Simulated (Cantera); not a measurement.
Source: NASA polynomial tables (part measured, part estimated), evaluated in Cantera. Values are per mole of reaction as written; species without (g) are pure solids or liquids, kept so even where they would boil at 1 bar. NbO: taken at fixed stoichiometry.

**Question.** Between 2350 and 2950 K, where is each reaction favourable under standard conditions?
- H(g) + NbO₂(g) → OH(g) + NbO

**Answer.** 
- H(g) + NbO₂(g) → OH(g) + NbO: ΔG° is -49 kJ at 2350 K and 11 kJ at 2950 K; it changes sign between 2800 and 2950 K. ΔH° is -280 kJ and ΔS° -99 J/K at 2950 K.
